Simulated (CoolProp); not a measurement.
Vapour-liquid equilibrium of carbon dioxide (1) + CH2F2 (R32) (2) at 0.779 MPa; x and y are mole fractions of (1).

The numbers come from the multi-fluid Helmholtz-energy mixture model, Span 1996 and Tillner-Roth 1997; pair parameters Bell 2016 in CoolProp.

```tsv
x	bubble temperature, mixture model (K)	bubble temperature, Raoult's law (K)	y, mixture model	y, Raoult's law
0.05	267.3	267.0	0.163	0.189
0.125	261.1	260.8	0.359	0.397
0.2	255.8	255.6	0.506	0.544
0.275	251.1	251.1	0.616	0.651
0.35	247.1	247.1	0.700	0.732
0.425	243.6	243.7	0.766	0.794
0.5	240.5	240.7	0.817	0.842
0.575	237.8	237.9	0.858	0.880
0.65	235.4	235.5	0.892	0.912
0.725	233.2	233.2	0.921	0.937
0.8	231.2	231.2	0.946	0.958
0.875	229.3	229.3	0.968	0.976
0.95	227.6	227.6	0.988	0.991
```

The largest gap from Raoult's law is +0.3 K in bubble temperature, at x = 0.125. No azeotrope shows between x = 0.05 and 0.95.

The pair parameters rest on a limited set of measurements; away from them the model extrapolates. The gap from Raoult's law changes sign with composition, which may be real or a fault of the pair parameters; it wasn't checked against measurements.
